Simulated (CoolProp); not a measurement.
Vapour-liquid equilibrium of R152A (1) + methanol (2) at 254.2 K; x and y are mole fractions of (1).

Model: multi-fluid Helmholtz-energy mixture model, Outcalt 1996 and de Reuck 1993; pair parameters Bell 2016, in CoolProp.

| x | bubble pressure, mixture model (MPa) | bubble pressure, Raoult's law (MPa) | y, mixture model | y, Raoult's law |
|---|---|---|---|---|
| 0.05 | 0.03474 | 0.007365 | 0.968 | 0.857 |
| 0.125 | 0.06073 | 0.01675 | 0.982 | 0.942 |
| 0.2 | 0.07223 | 0.02613 | 0.985 | 0.966 |
| 0.275 | 0.07754 | 0.03551 | 0.986 | 0.977 |
| 0.35 | 0.08050 | 0.04489 | 0.987 | 0.984 |
| 0.425 | 0.08290 | 0.05427 | 0.988 | 0.988 |
| 0.5 | 0.08556 | 0.06365 | 0.988 | 0.991 |
| 0.575 | 0.08890 | 0.07303 | 0.989 | 0.994 |
| 0.65 | 0.09311 | 0.08241 | 0.990 | 0.995 |
| 0.725 | 0.09829 | 0.09179 | 0.992 | 0.997 |
| 0.8 | 0.1045 | 0.1012 | 0.993 | 0.998 |
| 0.875 | 0.1117 | 0.1105 | 0.996 | 0.999 |
| 0.95 | 0.1200 | 0.1199 | 0.998 | 1.000 |

The largest gap from Raoult's law is +371.7 % in bubble pressure, at x = 0.05. No azeotrope shows between x = 0.05 and 0.95.

The pair parameters rest on a limited set of measurements; away from them the model extrapolates. With so large a gap from Raoult's law the liquid may split in two, which this calculation doesn't test in full.
